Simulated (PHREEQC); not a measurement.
1 kg of water holding 6.9 mmol/kgw NaCl, 22 mmol/kgw MgBr2, 10 mmol/kgw NaBr, 6.8 mmol/kgw KCl and 0.3 mmol/kgw CaSO4 is evaporated at 25 °C; the solids stay in contact with the brine. No CO2 enters from the air. Solids allowed: Arcanite, Bischofite, Bloedite, Brucite, Carnallite, Epsomite, Glaserite, Glauberite, Gypsum, Anhydrite, Halite, Hexahydrite, Kainite, Kieserite, Leonite, Mirabilite, Misenite, Polyhalite, Portlandite, Schoenite, Sylvite, Syngenite, Thenardite, MgCl2_4H2O. Others were left out.

All values are PHREEQC results (Pitzer model, pitzer.dat), not measurements.

| water left (kg) | ionic strength | water activity | Na in solution (mol/kgw) |
|---|---|---|---|
| 1 | 0.0909 | 0.998 | 0.0169 |
| 0.8219 | 0.111 | 0.998 | 0.0206 |
| 0.5552 | 0.164 | [?] | 0.0304 |
| 0.4563 | 0.199 | 0.996 | 0.0370 |
| 0.375 | 0.242 | 0.995 | 0.0451 |
| 0.2533 | 0.359 | [?] | 0.0667 |
| 0.2082 | 0.437 | 0.991 | 0.0812 |
| 0.1711 | 0.531 | 0.989 | 0.0988 |
| 0.1407 | 0.646 | 0.987 | 0.120 |
| 0.09502 | 0.957 | 0.980 | 0.178 |
| 0.07809 | 1.16 | [?] | 0.216 |
| 0.06418 | 1.42 | 0.969 | 0.263 |
| 0.04335 | 2.10 | 0.952 | 0.390 |
| 0.03564 | 2.55 | 0.939 | 0.474 |
| 0.0293 | 3.10 | 0.922 | 0.577 |
| 0.01979 | 4.59 | 0.869 | 0.854 |
| 0.01627 | 5.59 | 0.829 | 1.04 |

Q: Fill in the missing entries.

A: 
- 0.5552, water activity: 0.997
- 0.2533, water activity: 0.993
- 0.07809, water activity: 0.975
